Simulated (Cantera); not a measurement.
# Equilibrium for calcination and drying: CaSO4 + H2 + H2O

A closed system holds: 1 mol CaSO4, 0.7 mol H2, 8.8 mol H2O, at 1950 °C and 78000 Pa.

Equilibrium computed with Cantera from the NASA thermochemical tables; the gas is ideal and each condensed phase is pure. Candidate condensed phases: Ca, CaO, Ca(OH)2, CaS, CaSO4, H2O, H2SO4, S; 25 gas species. The numbers say what is thermodynamically allowed, not how fast it happens.

| Quantity | Value |
|---|---|
| x(H2O) | 0.869 |
| x(SO2) | 0.0923 |
| x(O2) | 0.0170 |
| x(H2) | 0.00995 |
| x(OH) | 0.00914 |
| x(SO) | 0.000735 |
| x(H) | 0.000724 |
| x(O) | 0.000461 |
| x(Ca(OH)2) | 0.000420 |
| n(CaO(s)) | 0.995 mol |
| gas amount | 10.74 mol |
| log10 activity of CaS(s) (absent) | -4.96 |
| log10 activity of S(l) (absent) | -5.63 |
| log10 activity of Ca(l) (absent) | -8.35 |
